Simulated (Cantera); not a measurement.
Charge: 1 mol Si, 2.8 mol O₂, 97 mol N₂, held at 1552 °C and 1.50 bar.

Cantera equilibrium calculation (NASA polynomials, part measured and part estimated; ideal gas, pure solids and liquids). Candidate condensed phases: Si, SiO₂, Si₂N₂O, Si₃N₄; 16 gas species. The tables hold silica as quartz up to 1696 K and as liquid above; real silica turns to tridymite and cristobalite and melts near 1996 K. Rates play no part.

Question: What is the equilibrium state?

Answer: 
| Item | Result |
|---|---|
| x(N₂) | 0.981 |
| x(O₂) | 0.0175 |
| x(NO) | 0.00145 |
| x(O) | 1.66e-5 |
| x(NO₂) | 1.23e-6 |
| n(SiO₂(condensed)) | 1.000 mol |
| gas amount | 98.80 mol |
| log10 activity of Si(l) (absent) | -15.15 |
